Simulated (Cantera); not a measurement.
Input: 1 mol H2S, 4.2 mol O2, 0.72 mol H2, held at 1925 °C and 1.43 Torr.

Cantera equilibrium calculation (NASA polynomials, part measured and part estimated; ideal gas, pure solids and liquids). Candidate condensed phases: H2O, H2SO4, S; 19 gas species. Kinetics and transport are ignored.

Base state: O2 0.419, H2O 0.281, SO2 0.183, OH 0.0472, O 0.0397, H 0.0135, H2 0.0112, SO 0.00492 (mole fractions); condensed: gas only.

Q: What changes in the equilibrium state with this change: temperature from 1925 °C to 1527 °C?

A: 
```
species   before     after
-------  -------  --------
O2         0.419     0.459
H2O        0.281     0.334
SO2        0.183     0.197
OH        0.0472   0.00734
H         0.0135  0.000203
O         0.0397   0.00189
H2        0.0112  0.000610
S        3.90e-5   3.49e-8
SO       0.00492  0.000132
```

Q: What changes in the equilibrium state with this change: pressure from 1.43 Torr to 65.3 Torr?

A: 
```json
[
 {"species": "O2", "before": "0.419", "after": "0.451"},
 {"species": "H2O", "before": "0.281", "after": "0.324"},
 {"species": "SO2", "before": "0.183", "after": "0.195"},
 {"species": "O", "before": "0.0397", "after": "0.00608"},
 {"species": "H", "before": "0.0135", "after": "0.000811"},
 {"species": "H2", "before": "0.0112", "after": "0.00184"},
 {"species": "OH", "before": "0.0472", "after": "0.0198"},
 {"species": "S", "before": "3.90e-5", "after": "8.43e-7"},
 {"species": "SO3", "before": "1.75e-5", "after": "0.000131"},
 {"species": "SO", "before": "0.00492", "after": "0.000747"},
 {"species": "HO2", "before": "3.46e-6", "after": "1.02e-5"}
]
```
